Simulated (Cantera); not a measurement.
What does this Cantera script print?

```python
import numpy as np
import cantera as ct

gas_names = """
    F F2 N NF NF2 NF3 N2 Si SiF SiF2 SiF3 SiF4 SiN Si2 Si2N Si3
""".split()
cond_names = """
    Si(cr) Si(L) Si3N4(a)
""".split()


# ... load() reads the species with a 1 bar reference pressure and builds the phases ...
atoms = {
    'SiF4': {'Si': 1, 'F': 4},
    'N2': {'N': 2},
}
top_T = {'Si3N4(a)': 2400}  # K; cautious upper limits of use, not melting points


# ... equilibrate(T, P, feed) seeds the gas with the atoms and calls Mixture.equilibrate('TP', solver="vcs", rtol=1e-11, max_steps=5000) ...
results = []
feed = {'SiF4': 1, 'N2': 2.4}  # mol
T = 2098.15  # K
P = 133.322  # Pa
mix = equilibrate(T, P, feed)
results.append((T, P, feed, dict(zip(mix.species_names, mix.species_moles))))
x = sorted(zip(gas.X, gas.species_names), reverse=True)
print(f"T = {T:g} K  P = {P:g} Pa  gas = {mix.phase_moles(0):.4g} mol")
print("   x: " + "  ".join(f"{s} {v:.3e}" for v, s in x if v > 1e-06))
print("   condensed (mol): " + ("  ".join(f"{mix.phase(i).name} {mix.phase_moles(i):.4g}"
      for i in range(1, mix.n_phases) if mix.phase_moles(i) > 1e-12) or "none"))
```

It prints:

```
T = 2098.15 K  P = 133.322 Pa  gas = 3.421 mol
   x: N2 7.016e-01  SiF4 2.863e-01  F 6.089e-03  SiF3 6.021e-03  SiF2 3.400e-05
   condensed (mol): none
```

These are equilibrium values from Cantera (NASA tables, ideal gas, pure condensed phases), not measurements of a reactor. The tables' values for SiF3, SiF2 are old estimates; treat these amounts as uncertain.
